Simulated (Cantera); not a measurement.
Cantera run, input and output.

```python
import numpy as np
import cantera as ct

gas = ct.Solution("gri30.yaml")
gas.TPX = 698, 400000, {'CH4': 1, 'H2': 0.59, 'O2': 2.64, 'N2': 7.65}
flame = ct.FreeFlame(gas, width=0.015)
flame.set_refine_criteria(ratio=3, slope=0.08, curve=0.16)
flame.transport_model = "mixture-averaged"
flame.solve(loglevel=0, auto=True)
z, T = flame.grid, flame.T
thick = (T[-1] - T[0]) / np.gradient(T, z).max()
show = ['CH4', 'H2', 'O2', 'H2O', 'OH', 'NO']
print(f"laminar burning velocity  {flame.velocity[0] * 100:.3f} cm/s")
print(f"burnt temperature         {T[-1]:.1f} K")
print(f"thermal thickness         {thick * 1e3:.4f} mm")
print(f"grid points               {len(z)}")
z0 = z[flame.heat_release_rate.argmax()]
print(f"{'z/mm':>9s}{'T/K':>9s}{'u/(m/s)':>9s}" + "".join(f"{s:>11s}" for s in show))
rows = []
for k in (-3, -2, -1.5, -1, -0.5, -0.25, 0, 0.25, 0.5, 1, 2, 4, 8):
    zz = z0 + k * thick
    rows.append([k * thick, np.interp(zz, z, T), np.interp(zz, z, flame.velocity),
                 *(np.interp(zz, z, flame.X[gas.species_index(s)]) for s in show)])
    print(f"{rows[-1][0] * 1e3:9.3f}{rows[-1][1]:9.1f}{rows[-1][2]:9.3f}" + "".join(f"{x:11.3e}" for x in rows[-1][3:]))
```

Output:

```
laminar burning velocity  209.333 cm/s
burnt temperature         2565.0 K
thermal thickness         0.0709 mm
grid points               162
     z/mm      T/K  u/(m/s)        CH4         H2         O2        H2O         OH         NO
   -0.213    698.2    2.093  8.422e-02  4.911e-02  2.223e-01  3.025e-05  5.656e-12  1.419e-10
   -0.142    699.7    2.095  8.424e-02  4.789e-02  2.225e-01  3.071e-04  7.356e-10  1.994e-09
   -0.106    705.8    2.111  8.402e-02  4.627e-02  2.226e-01  1.311e-03  1.768e-08  1.107e-08
   -0.071    748.7    2.235  8.183e-02  4.277e-02  2.205e-01  7.692e-03  1.113e-06  1.014e-07
   -0.035   1083.7    3.246  6.268e-02  3.611e-02  1.943e-01  5.034e-02  9.082e-05  1.482e-06
   -0.018   1501.8    4.534  3.639e-02  3.184e-02  1.530e-01  1.007e-01  7.005e-04  4.276e-06
    0.000   1917.8    5.836  9.868e-03  2.547e-02  1.011e-01  1.527e-01  4.110e-03  9.896e-06
    0.018   2118.5    6.456  9.723e-04  1.759e-02  6.746e-02  1.792e-01  1.063e-02  1.800e-05
    0.035   2195.2    6.668  5.160e-05  1.339e-02  5.399e-02  1.869e-01  1.448e-02  2.550e-05
    0.071   2287.4    6.899  1.440e-07  1.131e-02  4.593e-02  1.911e-01  1.602e-02  3.805e-05
    0.142   2393.8    7.168  1.374e-11  9.385e-03  4.113e-02  1.966e-01  1.543e-02  6.188e-05
    0.283   2490.1    7.411  1.014e-15  6.919e-03  3.760e-02  2.032e-01  1.371e-02  1.088e-04
    0.567   2547.9    7.554  2.074e-16  5.263e-03  3.538e-02  2.074e-01  1.222e-02  1.964e-04
```

Detailed kinetics in Cantera: GRI-Mech 3.0 (53 species, 325 reactions). Burning velocities carry a grid error of a few per cent, more on coarse grids.
